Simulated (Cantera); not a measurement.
Input: 1 mol TiO2, 430 mol H2, equilibrated at 1073 K and 10000 Pa.

Equilibrium computed with Cantera from the NASA thermochemical tables; the gas is ideal and each condensed phase is pure. Candidate condensed phases: H2O, Ti, TiO, TiO2, Ti2O3, Ti3O5, Ti4O7; 12 gas species. Mutual solubility and eutectic melting of coexisting phases are not modelled. Condensed phases not in the tables: Magnéli phases beyond Ti4O7. Kinetics and transport are ignored.

Base state: H2 1.000, H2O 0.000219 (mole fractions); condensed: TiO2(rutile) + Ti4O7(s).

What changes in the equilibrium state with this change: temperature from 1073 K to 1448 K?


| species | before | after |
|---|---|---|
| H2 | 1.000 | 0.999 |
| H2O | 0.000219 | 0.000775 |
| H | 4.43e-8 | 2.91e-5 |
| TiO2(rutile), mol | 0.624 | 0 |
| Ti4O7(s), mol | 0.0941 | 0 |
| Ti3O5(s), mol | 0 | 0.333 |
